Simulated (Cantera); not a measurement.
Standard-state values (1 bar) from the NASA 1993 polynomials, evaluated with Cantera. Values are per mole of reaction as written; species without (g) are pure solids or liquids, kept so even where they would boil at 1 bar.

Question: Between 1573 and 1873 K, where is each reaction favourable under standard conditions?
- 2 Li(g) + 2 HCl(g) ⇌ H₂(g) + 2 LiCl

Answer: 
- 2 Li(g) + 2 HCl(g) ⇌ H₂(g) + 2 LiCl: ΔG° is -400 kJ at 1573 K and -314 kJ at 1873 K; it stays negative (K > 1). ΔH° is -844 kJ and ΔS° -283 J/K at 1873 K.
